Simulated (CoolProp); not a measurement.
Vapour-liquid equilibrium of R22 (1) + n-hexane (2) at -12.05 °C; x and y are mole fractions of (1).

Model: multi-fluid Helmholtz-energy mixture model, Kamei 1995 and Thol 2019; pair parameters Bell 2016, in CoolProp.

```csv
x,"bubble pressure, mixture model (MPa)","bubble pressure, Raoult's law (MPa)","y, mixture model","y, Raoult's law"
0.05,___,0.01939,0.905,0.850
0.2,___,0.06840,___,0.964
0.35,0.1638,0.1174,___,0.983
0.5,0.2055,0.1664,___,0.991
0.65,___,0.2154,0.993,0.995
0.8,0.2720,0.2644,0.995,0.998
0.95,0.3131,0.3135,0.999,1.000
```

Complete the blanks.


- 0.05, bubble pressure, mixture model (MPa): 0.03111
- 0.2, bubble pressure, mixture model (MPa): 0.1064
- 0.2, y, mixture model: 0.975
- 0.35, y, mixture model: 0.985
- 0.5, y, mixture model: 0.990
- 0.65, bubble pressure, mixture model (MPa): 0.2388

The largest gap from Raoult's law is +60.4 % in bubble pressure, at x = 0.05. No azeotrope shows between x = 0.05 and 0.95.

The pair parameters rest on a limited set of measurements; away from them the model extrapolates. With so large a gap from Raoult's law the liquid may split in two, which this calculation doesn't test in full.
